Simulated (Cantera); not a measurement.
A closed system holds: 1 mol AlN, a varied amount of O2, at 1823 K and 90.0 Torr.

Method: chemical equilibrium by Gibbs-energy minimisation in Cantera with the NASA 1993 tables (ideal gas, pure condensed phases). Candidate condensed phases: Al, AlN, Al2O3; 16 gas species. Mutual solubility and eutectic melting of coexisting phases are not modelled. Rates play no part.

x: gas mole fraction; n: condensed amount in mol.

```csv
n(O2) (mol),x N2,x O2,x NO,x O,x Al,x NO2,n AlN(s),n Al2O3(s)
0.27,1.000,<1e-12,9.51e-11,3.75e-12,1.23e-5,<1e-12,0.640,0.180
0.45,1.000,<1e-12,9.51e-11,3.75e-12,1.23e-5,<1e-12,0.400,0.300
0.73,1.000,<1e-12,9.51e-11,3.75e-12,1.23e-5,<1e-12,0.0267,0.487
1.2,0.523,0.471,0.00548,0.000299,<1e-12,(withheld),0,0.500
2,0.283,0.711,0.00495,0.000367,<1e-12,(withheld),0,0.500
3.2,0.167,0.828,0.00411,0.000396,<1e-12,(withheld),0,0.500
5.3,0.0974,0.899,0.00326,0.000413,<1e-12,(withheld),0,0.500
8.7,0.0579,0.939,0.00257,0.000422,<1e-12,(withheld),0,0.500
14,0.0353,0.962,0.00204,0.000427,<1e-12,(withheld),0,0.500
```

Some entries are withheld; supply them.


- 1.2, x NO2: 6.83e-6
- 2, x NO2: 7.60e-6
- 3.2, x NO2: 6.80e-6
- 5.3, x NO2: 5.63e-6
- 8.7, x NO2: 4.53e-6
- 14, x NO2: 3.63e-6
